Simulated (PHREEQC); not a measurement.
Make-up at 55 °C: 0.24 mol/kgw CuSO4, 0.0035 mol/kgw HBF4 and 0.05 mol/kgw H3BO3. Closed to the air; pH follows from the charge balance.

Equilibrium calculation in PHREEQC: ion-association model, wateq4f.dat.

```json
[
 {"quantity": "pH", "before": "3.14", "after": "2.47"},
 {"quantity": "ionic strength (mol/kgw)", "before": "0.442", "after": "0.00363"},
 {"quantity": "H3BO3 (mol/kgw)", "before": "0.0496", "after": "0.0502"},
 {"quantity": "BF2(OH)2- (mol/kgw)", "before": "0.00188", "after": "0.000810"},
 {"quantity": "BF4- (mol/kgw)", "before": "0.00131", "after": "0.00198"},
 {"quantity": "HF (mol/kgw)", "before": "0.00123", "after": "0.00256"}
]
```

Q: Name the change that produced these shifts.
(A) temperature from 55 to 70 °C
(B) diluted 2-fold with water
(C) CuSO4 left out
(D) H3BO3 from 0.05 to 0.005 mol/kgw
(E) temperature from 55 to 5 °C

A: C, CuSO4 left out

No solid was allowed to form. Constants without temperature data keep their 25 °C values here. Real BF4- forms and hydrolyses slowly; the run takes it at equilibrium.
